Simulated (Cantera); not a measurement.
A perfectly stirred reactor is fed with CO : O2 : H2O : N2 = 0.003 : 0.0078 : 0.017 : 1 (molar parts), at 101000 Pa; it is held at 1248 K, and followed from long to short residence time.

Cantera simulation using GRI-Mech 3.0 (53 species, 325 reactions); the numbers are that mechanism's predictions, not measurements.

### Question
What does this change do: CO 0.003 to 0.015 parts?

### Answer
| quantity | before | after |
|---|---|---|
| x(CO) at τ = 0.380 s | 9.77e-5 | 0.000550 |
| x(O2) at τ = 0.380 s | 0.00618 | 0.000655 |
| x(H2O) at τ = 0.380 s | 0.0165 | 0.0162 |
| x(OH) at τ = 0.380 s | 2.71e-5 | 4.32e-5 |
| x(HO2) at τ = 0.380 s | 4.40e-7 | 2.46e-7 |
| x(CO) at τ = 8.50 ms | 0.00102 | 0.00395 |
| x(O2) at τ = 8.50 ms | 0.00664 | 0.00251 |
| x(H2O) at τ = 8.50 ms | 0.0164 | 0.0157 |
| x(OH) at τ = 8.50 ms | 7.70e-5 | 0.000126 |
| x(HO2) at τ = 8.50 ms | 1.65e-6 | 1.02e-6 |

### Question
What does this change do: O2 0.0078 to 0.053 parts?

### Answer
| quantity | before | after |
|---|---|---|
| x(CO) at τ = 0.380 s | 9.77e-5 | 9.42e-5 |
| x(O2) at τ = 0.380 s | 0.00618 | 0.0481 |
| x(H2O) at τ = 0.380 s | 0.0165 | 0.0159 |
| x(OH) at τ = 0.380 s | 2.71e-5 | 2.64e-5 |
| x(HO2) at τ = 0.380 s | 4.40e-7 | 5.05e-7 |
| x(CO) at τ = 8.50 ms | 0.00102 | 0.000996 |
| x(O2) at τ = 8.50 ms | 0.00664 | 0.0485 |
| x(H2O) at τ = 8.50 ms | 0.0164 | 0.0158 |
| x(OH) at τ = 8.50 ms | 7.70e-5 | 7.41e-5 |
| x(HO2) at τ = 8.50 ms | 1.65e-6 | 3.18e-6 |

### Question
What does this change do: pressure from 101000 Pa to 1000000 Pa?

### Answer
```csv
quantity,before,after
x(CO) at τ = 0.380 s,9.77e-5,0.000197
x(O2) at τ = 0.380 s,0.00618,0.00624
x(H2O) at τ = 0.380 s,0.0165,0.0166
x(OH) at τ = 0.380 s,2.71e-5,1.25e-6
x(HO2) at τ = 0.380 s,4.40e-7,9.91e-7
x(CO) at τ = 8.50 ms,0.00102,0.00175
x(O2) at τ = 8.50 ms,0.00664,0.00701
x(H2O) at τ = 8.50 ms,0.0164,0.0165
x(OH) at τ = 8.50 ms,7.70e-5,2.59e-6
x(HO2) at τ = 8.50 ms,1.65e-6,4.92e-6
```
